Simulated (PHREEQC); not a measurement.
Dissolve 0.28 mol HCl, 0.065 mol FeCl3 and 0.0013 mol MnSO4 per kg of water at 25 °C. Closed to the air; pH follows from the charge balance.

The numbers come from PHREEQC with the ion-association model, phreeqc.dat.

This is a speciation only: nothing precipitates in the calculation.

### Question
Order these S species by the share of S that they hold, largest first: SO4-2, FeHSO4+2, FeSO4+, HSO4-.

### Answer
HSO4- (39 %), FeHSO4+2 (31 %), FeSO4+ (23 %), SO4-2 (6.6 %)

### Question
Order these Fe species by the share of Fe that they hold, largest first: FeCl2+, FeSO4+, FeHSO4+2, Fe+3, FeCl+2.

### Answer
FeCl+2 (59 %), FeCl2+ (22 %), Fe+3 (18 %), FeHSO4+2 (0.62 %), FeSO4+ (0.46 %)

The pH is 0.67 and the ionic strength 0.482 mol/kgw. Saturation is exceeded, for instance for Hematite (slow to form); the values hold only as long as no solid forms. Species that the database lacks are ignored.
